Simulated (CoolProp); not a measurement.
Values from CoolProp's reference Helmholtz-energy equation of state, Span 1996.

### Question
Give the vapour pressure (MPa), liquid density (kg/m³), liquid cp (kJ/(kg K)), liquid viscosity (µPa s) of saturated carbon dioxide at 258.6 K.

### Answer
```tsv
T (K)	p (MPa)	liquid density (kg/m³)	liquid cp (kJ/(kg K))	liquid viscosity (µPa s)
258.6	2.32	1010	2.23	128
```

Viscosity comes from a separate model (Laesecke 2017).
